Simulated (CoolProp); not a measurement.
Saturated liquid density (kg/m³) of R1234ze(Z): the reference equation beside estimates from Tc = 423.3 K, pc = 3.531 MPa, ω = 0.327.

The numbers come from the reference Helmholtz-energy equation of state, Akasaka 2019 in CoolProp.

```tsv
T (K)	reference	van der Waals	Redlich-Kwong
278.8	1274	675.7	___
284.3	1260	668.7	974.5
289.7	1247	661.8	962.2
295.2	1232	654.5	949.3
300.6	1218	647.2	936.4
306.1	1203	639.5	___
311.5	1188	631.8	909.0
317	1172	623.8	894.6
322.4	1157	615.6	880.0
327.9	1140	___	864.6
333.3	1124	598.5	849.1
338.8	1106	589.3	832.7
344.2	1088	580.1	816.0
349.7	1070	570.3	798.4
```

What belongs in the gaps?


- 278.8, Redlich-Kwong: 986.7
- 306.1, Redlich-Kwong: 922.7
- 327.9, van der Waals: 607.1

Absolute difference from the reference over all 14 rows, mean and median: van der Waals 46.8 and 46.8 %, Redlich-Kwong 23.7 and 23.6 %.
